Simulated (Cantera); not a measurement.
**Ignition delay**

Mixture: CH₃OH : O₂ : N₂ = 1 : 1 : 3.5 (molar parts), equivalence ratio 1.5, at 0.650 bar, adiabatic and at constant pressure. Ignition delay is the time to a rise of 400 K.

Cantera simulation using GRI-Mech 3.0 (53 species, 325 reactions); the numbers are that mechanism's predictions, not measurements. GRI-Mech 3.0 was tuned for natural gas; its chemistry of methanol as a main component is partial and can be far from experiment.

```csv
T0 (K),delay (ms)
1223,8.72
1298,2.88
1373,1.10
1448,0.475
1523,0.230
1598,0.122
1673,0.0696
```

```
Property                                                Result
--------------------------------------------------  ----------
apparent activation energy between 1523 and 1673 K  170 kJ/mol
```
